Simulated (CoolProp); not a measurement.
Vapour-liquid equilibrium of n-hexane (1) + n-decane (2) at 447 K; x and y are mole fractions of (1).

The numbers come from the multi-fluid Helmholtz-energy mixture model, Thol 2019 and Lemmon 2006; pair parameters Kunz 2012 in CoolProp.

```json
[
 {"x": "0.05", "bubble pressure (kPa)": "141.2", "y at the bubble point": "0.306", "dew pressure at overall composition x (kPa)": "105.6", "liquid density (mol/L)": "4.307"},
 {"x": "0.125", "bubble pressure (kPa)": "204.2", "y at the bubble point": "0.542", "dew pressure at overall composition x (kPa)": "114.1", "liquid density (mol/L)": "4.402"},
 {"x": "0.2", "bubble pressure (kPa)": "269.9", "y at the bubble point": "0.672", "dew pressure at overall composition x (kPa)": "124.0", "liquid density (mol/L)": "4.500"},
 {"x": "0.275", "bubble pressure (kPa)": "338.5", "y at the bubble point": "0.755", "dew pressure at overall composition x (kPa)": "135.8", "liquid density (mol/L)": "4.602"},
 {"x": "0.35", "bubble pressure (kPa)": "409.9", "y at the bubble point": "0.812", "dew pressure at overall composition x (kPa)": "149.9", "liquid density (mol/L)": "4.707"},
 {"x": "0.425", "bubble pressure (kPa)": "484.4", "y at the bubble point": "0.854", "dew pressure at overall composition x (kPa)": "167.4", "liquid density (mol/L)": "4.815"},
 {"x": "0.5", "bubble pressure (kPa)": "561.9", "y at the bubble point": "0.886", "dew pressure at overall composition x (kPa)": "189.3", "liquid density (mol/L)": "4.926"},
 {"x": "0.575", "bubble pressure (kPa)": "642.5", "y at the bubble point": "0.911", "dew pressure at overall composition x (kPa)": "217.7", "liquid density (mol/L)": "5.039"},
 {"x": "0.65", "bubble pressure (kPa)": "726.3", "y at the bubble point": "0.932", "dew pressure at overall composition x (kPa)": "255.9", "liquid density (mol/L)": "5.153"},
 {"x": "0.725", "bubble pressure (kPa)": "813.5", "y at the bubble point": "0.950", "dew pressure at overall composition x (kPa)": "310.2", "liquid density (mol/L)": "5.266"},
 {"x": "0.8", "bubble pressure (kPa)": "904.3", "y at the bubble point": "0.965", "dew pressure at overall composition x (kPa)": "393.0", "liquid density (mol/L)": "5.378"},
 {"x": "0.875", "bubble pressure (kPa)": "999.4", "y at the bubble point": "0.979", "dew pressure at overall composition x (kPa)": "533.6", "liquid density (mol/L)": "5.483"},
 {"x": "0.95", "bubble pressure (kPa)": "1100", "y at the bubble point": "0.992", "dew pressure at overall composition x (kPa)": "813.2", "liquid density (mol/L)": "5.576"}
]
```

No azeotrope shows between x = 0.05 and 0.95.

Pair parameters are fitted to limited data, so mixtures are less certain than the pure fluids.
